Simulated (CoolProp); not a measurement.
Isobutene along the isotherm 190.95 °C: density (kg/m³) from the reference equation and from simpler models built on Tc = 144.9 °C, pc = 4.016 MPa, ω = 0.193; each cubic takes its own stable root.

The numbers come from the reference Helmholtz-energy equation of state, Lemmon 2005 in CoolProp. It is a short technical equation, of lower accuracy than the large ones.

```json
[
 {"p (MPa)": "2.51", "phase": "gas", "reference": "43.97", "van der Waals": "43.66", "Redlich-Kwong": "44.09"},
 {"p (MPa)": "5.02", "phase": "supercritical", "reference": "118.2", "van der Waals": "124.6", "Redlich-Kwong": "120.1"},
 {"p (MPa)": "7.53", "phase": "supercritical", "reference": "257.0", "van der Waals": "240.6", "Redlich-Kwong": "245.4"},
 {"p (MPa)": "10", "phase": "supercritical", "reference": "336.7", "van der Waals": "277.5", "Redlich-Kwong": "309.0"},
 {"p (MPa)": "12.5", "phase": "supercritical", "reference": "(withheld)", "van der Waals": "298.9", "Redlich-Kwong": "345.7"},
 {"p (MPa)": "15.1", "phase": "supercritical", "reference": "400.2", "van der Waals": "(withheld)", "Redlich-Kwong": "(withheld)"},
 {"p (MPa)": "17.6", "phase": "supercritical", "reference": "418.2", "van der Waals": "(withheld)", "Redlich-Kwong": "392.5"},
 {"p (MPa)": "20.1", "phase": "supercritical", "reference": "432.6", "van der Waals": "335.9", "Redlich-Kwong": "408.9"}
]
```

Q: Fill in the missing entries.

A: 
- 12.5, reference: 374.8
- 15.1, van der Waals: 314.6
- 15.1, Redlich-Kwong: 372.5
- 17.6, van der Waals: 326.3
